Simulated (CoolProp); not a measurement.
Vapour-liquid equilibrium of methanol (1) + ethylbenzene (2) at 4.37 bar; x and y are mole fractions of (1).

The numbers come from the multi-fluid Helmholtz-energy mixture model, de Reuck 1993 and Zhou 2012; pair parameters Bell 2016 in CoolProp.

```json
[
 {"x": "0.05", "bubble temperature (K)": "438.2", "y at the bubble point": "0.514", "dew temperature at overall composition x (K)": "470.8", "liquid density (mol/L)": "___"},
 {"x": "0.15", "bubble temperature (K)": "408.0", "y at the bubble point": "0.777", "dew temperature at overall composition x (K)": "___", "liquid density (mol/L)": "7.929"},
 {"x": "0.25", "bubble temperature (K)": "397.1", "y at the bubble point": "0.842", "dew temperature at overall composition x (K)": "458.2", "liquid density (mol/L)": "8.674"},
 {"x": "0.35", "bubble temperature (K)": "392.1", "y at the bubble point": "0.868", "dew temperature at overall composition x (K)": "451.2", "liquid density (mol/L)": "9.480"},
 {"x": "0.45", "bubble temperature (K)": "389.5", "y at the bubble point": "0.882", "dew temperature at overall composition x (K)": "443.6", "liquid density (mol/L)": "10.41"},
 {"x": "0.55", "bubble temperature (K)": "387.7", "y at the bubble point": "0.893", "dew temperature at overall composition x (K)": "___", "liquid density (mol/L)": "11.54"},
 {"x": "0.65", "bubble temperature (K)": "386.1", "y at the bubble point": "0.905", "dew temperature at overall composition x (K)": "424.6", "liquid density (mol/L)": "12.93"},
 {"x": "0.75", "bubble temperature (K)": "384.5", "y at the bubble point": "0.920", "dew temperature at overall composition x (K)": "412.0", "liquid density (mol/L)": "14.70"},
 {"x": "0.85", "bubble temperature (K)": "382.8", "y at the bubble point": "0.942", "dew temperature at overall composition x (K)": "___", "liquid density (mol/L)": "16.99"},
 {"x": "0.95", "bubble temperature (K)": "380.9", "y at the bubble point": "0.976", "dew temperature at overall composition x (K)": "382.3", "liquid density (mol/L)": "20.03"}
]
```

Q: Some entries are withheld; supply them.

A: 
- 0.05, liquid density (mol/L): 7.098
- 0.15, dew temperature at overall composition x (K): 464.7
- 0.55, dew temperature at overall composition x (K): 434.9
- 0.85, dew temperature at overall composition x (K): 395.5

No azeotrope shows between x = 0.05 and 0.95.

The pair parameters rest on a limited set of measurements; away from them the model extrapolates. With so large a gap from Raoult's law the liquid may split in two, which this calculation doesn't test in full.
